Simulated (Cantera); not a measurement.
Charge: 1 mol CH₃Cl, equilibrated at 2850 K and 9.60 mbar.

Cantera equilibrium calculation (NASA polynomials, part measured and part estimated; ideal gas, pure solids and liquids). Candidate condensed phases: C, C₆H₆, C₇H₈, C₈H₁₈; 91 gas species. Rates play no part.

Base state: H 0.446, H₂ 0.202, Cl 0.201, HCl 0.132, C₂H₂ (acetylene) 0.00794, C₃ 0.00602, C₂H 0.00240, C 0.00117 (mole fractions); condensed: C(graphite).

Q: What changes in the equilibrium state with this change: temperature from 2850 K to 1323 K?

A: 
| species | before | after |
|---|---|---|
| HCl | 0.132 | 0.500 |
| H₂ | 0.202 | 0.500 |
| CH₄ | 3.61e-8 | 1.63e-5 |
| H | 0.446 | 1.14e-5 |
| Cl | 0.201 | 9.60e-6 |
| C₃ | 0.00602 | <1e-9 |
| C₂H | 0.00240 | <1e-9 |
| C | 0.00117 | <1e-9 |
| C(graphite), mol | 0.873 | 1.000 |
